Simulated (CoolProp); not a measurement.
A Linde-Hampson liquefier for carbon monoxide: isothermal reversible compression at 300 K from 1 atm to 30 MPa, throttling to 1 atm, return gas leaving the recuperator 10 K below the feed. Each further row changes one setting.

Model: reference Helmholtz-energy equation of state, Lemmon 2006, in CoolProp. It is a short technical equation, of lower accuracy than the large ones.

```json
[
 {"case": "as stated", "liquid yield per pass": "0.080", "compression work (kJ/kg of gas)": "509"},
 {"case": "high pressure 60 MPa", "liquid yield per pass": "0.071", "compression work (kJ/kg of gas)": "588"},
 {"case": "warm-end temperature 330 K", "liquid yield per pass": "0.054", "compression work (kJ/kg of gas)": "564"},
 {"case": "warm-end gap 15 K", "liquid yield per pass": "0.069", "compression work (kJ/kg of gas)": "509"}
]
```
